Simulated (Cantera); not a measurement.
A Cantera script and its output.

```python
import numpy as np
import cantera as ct

surf = ct.Interface("diamond.yaml", "diamond_100")
gas, bulk = surf.adjacent["gas"], surf.adjacent["diamond"]
k = surf.kinetics_species_index(bulk.species_names[0])
cover = ["c6HH", "c6H*", "c6*H", "c6**", "c6HM", "c6B"]

rows, drift = [], 0.0
print(f"{'xCH3':>10s}{'um/h':>11s}" + "".join(f"{s:>11s}" for s in cover))
for v in [1e-06, 2.3e-06, 5.2e-06, 1.2e-05, 2.7e-05, 6.1e-05, 0.00014, 0.00031, 0.00071]:
    T, P, xH, xCH3 = 1375, 13000, 0.002, v
    gas.TPX = T, P, {"H": xH, "CH3": xCH3, "CH4": 0.0035, "H2": 1 - xH - xCH3 - 0.0035}
    surf.TP = bulk.TP = T, P
    surf.coverages = "c6H*:0.1, c6HH:0.9"
    surf.advance_coverages(100.0)
    before = surf.coverages
    surf.advance_coverages(100.0)
    drift = max(drift, np.max(np.abs(surf.coverages - before) / (surf.coverages + 1e-9)))
    rate = surf.net_production_rates[k] * bulk.mean_molecular_weight / bulk.density * 3.6e9
    rows.append([rate, *surf[cover].coverages])
    print(f"{v:10.4g}{rate:11.4e}" + "".join(f"{x:11.3e}" for x in rows[-1][1:]))
```

Result:

```
      xCH3       um/h       c6HH       c6H*       c6*H       c6**       c6HM        c6B
     1e-06 2.1142e-02  3.760e-01  5.541e-02  5.256e-01  4.305e-02  1.344e-06  5.737e-11
   2.3e-06 4.8622e-02  3.760e-01  5.541e-02  5.256e-01  4.304e-02  3.090e-06  1.319e-10
   5.2e-06 1.0990e-01  3.760e-01  5.541e-02  5.256e-01  4.303e-02  6.985e-06  2.982e-10
   1.2e-05 2.5349e-01  3.759e-01  5.540e-02  5.255e-01  4.301e-02  1.612e-05  6.879e-10
   2.7e-05 5.6972e-01  3.759e-01  5.540e-02  5.255e-01  4.296e-02  3.625e-05  1.546e-09
   6.1e-05 1.2839e+00  3.759e-01  5.538e-02  5.253e-01  4.284e-02  8.180e-05  3.484e-09
   0.00014 2.9294e+00  3.758e-01  5.535e-02  5.250e-01  4.256e-02  1.873e-04  7.949e-09
   0.00031 6.4058e+00  3.756e-01  5.529e-02  5.244e-01  4.199e-02  4.125e-04  1.738e-08
   0.00071 1.4256e+01  3.750e-01  5.514e-02  5.230e-01  4.069e-02  9.337e-04  3.868e-08
```

Cantera simulation using the Harris–Goodwin 1993 mechanism for the reconstructed diamond (100) surface; the numbers are that mechanism's predictions, not measurements.
